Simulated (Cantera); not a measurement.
**NO annealing gas**

A perfectly stirred reactor is fed with NO : N2 = 1 : 0.92 (molar parts), at 128 Torr; it is held at 2223 K, and followed from long to short residence time.

Cantera simulation using GRI-Mech 3.0 (53 species, 325 reactions); the numbers are that mechanism's predictions, not measurements.

| τ (s) | x NO | x N2O | x NO2 | x O | x N2 | x O2 |
|---|---|---|---|---|---|---|
| 20 | 0.0227 | 4.15e-7 | 1.25e-5 | 0.00379 | 0.727 | 0.247 |
| 4.5 | 0.0446 | 9.05e-7 | 2.40e-5 | 0.00371 | 0.716 | 0.236 |
| 0.97 | 0.115 | 4.77e-6 | 5.70e-5 | 0.00344 | 0.681 | 0.201 |
| 0.21 | 0.290 | 3.18e-5 | 0.000109 | 0.00267 | 0.594 | 0.114 |
| 0.046 | 0.461 | 9.09e-5 | 9.33e-5 | 0.00155 | 0.508 | 0.0286 |
| 0.010 | 0.510 | 0.000115 | 5.90e-5 | 0.000958 | 0.484 | 0.00479 |
| 0.0022 | 0.519 | 0.000106 | 3.41e-5 | 0.000537 | 0.480 | 0.000562 |
x: mole fraction; the columns are a selection and need not sum to one.
